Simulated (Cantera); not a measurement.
An isothermal, constant-pressure homogeneous reactor starts with CO : O2 : H2O : N2 = 0.014 : 0.0032 : 0.0059 : 1 (molar parts), equivalence ratio 2.2, at 1100 K and 590000 Pa.

Detailed kinetics in Cantera: GRI-Mech 3.0 (53 species, 325 reactions).

x: mole fraction; the columns are a selection and need not sum to one.

| t (s) | x CO | x O2 | x H2O | x NO | x OH | x CO2 |
|---|---|---|---|---|---|---|
| 2.00e-5 | 0.0137 | 0.00313 | 0.00577 | <1e-12 | <1e-12 | 4.71e-11 |
| 8.60e-5 | 0.0137 | 0.00313 | 0.00577 | <1e-12 | 5.09e-12 | 2.60e-10 |
| 0.000369 | 0.0137 | 0.00313 | 0.00577 | <1e-12 | 2.19e-11 | 2.18e-9 |
| 0.00159 | 0.0137 | 0.00313 | 0.00577 | <1e-12 | 1.42e-10 | 3.63e-8 |
| 0.00682 | 0.0137 | 0.00312 | 0.00577 | <1e-12 | 1.45e-8 | 6.37e-6 |
| 0.0293 | 0.0131 | [?] | 0.00574 | 8.64e-11 | 1.03e-7 | 0.000599 |
| 0.126 | 0.0104 | [?] | 0.00568 | 1.57e-9 | 1.12e-7 | 0.00331 |
| 0.541 | 0.00687 | [?] | 0.00520 | 6.42e-9 | 9.99e-9 | 0.00685 |
| 2.33 | 0.00659 | [?] | 0.00492 | 1.17e-9 | 7.16e-10 | 0.00714 |
| 10.0 | 0.00642 | 6.33e-11 | 0.00475 | 1.98e-10 | 1.83e-10 | 0.00731 |

Task: Complete the blanks.

Result: 
- 0.0293, x O2: 0.00284
- 0.126, x O2: 0.00153
- 0.541, x O2: 1.20e-6
- 2.33, x O2: 5.56e-9
